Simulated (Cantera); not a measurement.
Input: 1 mol toluene, 0.052 mol NH₃, 41 mol H₂, 0.23 mol O₂, at 3.15 Torr.

Equilibrium computed with Cantera from the NASA thermochemical tables; the gas is ideal and each condensed phase is pure. Candidate condensed phases: C, C₆H₆, C₇H₈, C₈H₁₈, H₂O; 136 gas species. The numbers say what is thermodynamically allowed, not how fast it happens.

Which condensed phases are stable at each of these points (T (K)): 2725, 2750, 2775, 2800, 2825, 2850, 2875, 2900, 2925, 2950?


| T (K) | condensed phases | C condensed (%) |
|---|---|---|
| 2725 | C(graphite) | 61.4 |
| 2750 | C(graphite) | 56.2 |
| 2775 | C(graphite) | 49.6 |
| 2800 | C(graphite) | 40.9 |
| 2825 | C(graphite) | 29.3 |
| 2850 | C(graphite) | 14.0 |
| 2875 | gas only | 0.0 |
| 2900 | gas only | 0.0 |
| 2925 | gas only | 0.0 |
| 2950 | gas only | 0.0 |

From 2725 K to 2850 K the condensed part is C(graphite). From 2875 K to 2950 K nothing is condensed.
